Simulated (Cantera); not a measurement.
A closed system holds: 1 mol C2H6, 0.018 mol O2, held at 13.3 mbar.

Cantera equilibrium calculation (NASA polynomials, part measured and part estimated; ideal gas, pure solids and liquids). Candidate condensed phases: C, C6H6, C7H8, C8H18, H2O; 131 gas species. Ions and electrons are included (thermal ionisation). Kinetics and transport are ignored.

Question: Which condensed phases are stable at each of these points (T (K)): 2000, 2250, 2500, 2750, 3000, 3250, 3500, 3750, 4000, 4250, 4500, 4750, 5000?

Answer: 
```json
[
 {"T (K)": "2000", "condensed phases": "C(graphite)", "C condensed (%)": "98.0"},
 {"T (K)": "2250", "condensed phases": "C(graphite)", "C condensed (%)": "97.2"},
 {"T (K)": "2500", "condensed phases": "C(graphite)", "C condensed (%)": "95.2"},
 {"T (K)": "2750", "condensed phases": "C(graphite)", "C condensed (%)": "90.8"},
 {"T (K)": "3000", "condensed phases": "C(graphite)", "C condensed (%)": "66.7"},
 {"T (K)": "3250", "condensed phases": "gas only", "C condensed (%)": "0.0"},
 {"T (K)": "3500", "condensed phases": "gas only", "C condensed (%)": "0.0"},
 {"T (K)": "3750", "condensed phases": "gas only", "C condensed (%)": "0.0"},
 {"T (K)": "4000", "condensed phases": "gas only", "C condensed (%)": "0.0"},
 {"T (K)": "4250", "condensed phases": "gas only", "C condensed (%)": "0.0"},
 {"T (K)": "4500", "condensed phases": "gas only", "C condensed (%)": "0.0"},
 {"T (K)": "4750", "condensed phases": "gas only", "C condensed (%)": "0.0"},
 {"T (K)": "5000", "condensed phases": "gas only", "C condensed (%)": "0.0"}
]
```

From 2000 K to 3000 K the condensed part is C(graphite). From 3250 K to 5000 K nothing is condensed.
